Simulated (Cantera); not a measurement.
Charge: 1 mol SiH4, 2.7 mol N2, equilibrated at 7.30 mbar.

These are equilibrium values from Cantera (NASA tables, ideal gas, pure condensed phases), not measurements of a reactor. Candidate condensed phases: Si, Si3N4; 18 gas species. N2 is the only nitrogen source here; it is nearly inert below about 1500 K, so the nitride shown seldom forms there in practice. Mutual solubility and eutectic melting of coexisting phases are not modelled. Gases not in the tables: Si2H6 and higher silanes. Kinetics and transport are ignored.

Problem. Which condensed phases are stable at each of these points (T (K)): 1350, 1400, 1450, 1500, 1550, 1600, 1650, 1700, 1750, 1800, 1850?

Solution. 
```tsv
T (K)	condensed phases	Si condensed (%)
1350	Si3N4(s)	100.0
1400	Si3N4(s)	100.0
1450	Si3N4(s)	100.0
1500	Si3N4(s)	100.0
1550	Si3N4(s)	100.0
1600	Si3N4(s)	100.0
1650	Si3N4(s)	100.0
1700	Si3N4(s)	100.0
1750	Si(l) + Si3N4(s)	99.9
1800	Si(l)	99.7
1850	Si(l)	99.5
```

From 1350 K to 1700 K the condensed part is Si3N4(s). At 1750 K the condensed part is Si(l) + Si3N4(s). From 1800 K to 1850 K the condensed part is Si(l).
